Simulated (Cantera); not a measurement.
Premixed flame

A freely propagating, adiabatic, planar premixed flame of 43.1 % H2, 12.0 % O2, 44.9 % N2, equivalence ratio 1.8, unburnt at 350 K and 430000 Pa; multicomponent+Soret transport, grid criteria slope 0.08 and curve 0.16, no radiation.

Computed with Cantera and the H2/O2 subset of GRI-Mech 3.0, which has no nitrogen chemistry. The hydrogen kinetics of GRI-Mech 3.0 are dated; newer H2 mechanisms differ, most at raised pressure. Burning velocities carry a grid error of a few per cent, more on coarse grids.

```
z (mm)   T (K)  u (m/s)   x H2      x O2     x HO2      x OH    x H2O      x H
-------  -----  -------  -----  --------  --------  --------  -------  -------
-0.158     350     3.58  0.431     0.120     <1e-8     <1e-8    <1e-8    <1e-8
-0.105     350     3.58  0.431     0.120     <1e-8     <1e-8  2.98e-8    <1e-8
-0.0788    350     3.58  0.431     0.120   2.10e-8     <1e-8  3.10e-7    <1e-8
-0.0525    351     3.57  0.427     0.121   7.86e-7     <1e-8  9.43e-6    <1e-8
-0.0263    411     3.94  0.387     0.128  0.000292   2.19e-5  0.00232  3.94e-6
-0.0131    731     6.77  0.348     0.120  0.000945  0.000967   0.0299  0.00182
0         1166     10.7  0.300    0.0897  0.000380   0.00158   0.0937   0.0139
0.0131    1479     13.6  0.244    0.0503  0.000176   0.00294    0.168   0.0316
0.0263    1658     15.2  0.207    0.0221   7.32e-5   0.00399    0.221   0.0429
0.0525    1816     16.6  0.187   0.00372   1.17e-5   0.00454    0.256   0.0448
0.105     1934     17.6  0.190  0.000479   1.68e-6   0.00423    0.265   0.0347
0.210     2030     18.4  0.197  0.000177   7.02e-7   0.00332    0.268   0.0232
0.420     2100     18.9  0.202   7.04e-5   2.98e-7   0.00227    0.271   0.0142
```
x: mole fraction of selected species; z is measured from the peak of heat release.

| Quantity | Value |
|---|---|
| laminar burning velocity | 358 cm/s |
| thermal thickness | 0.0525 mm |
| peak x(HO2) | 0.00109 |
| peak x(OH) | 0.00455 |
| peak x(H) | 0.0460 |
| grid points | 115 |
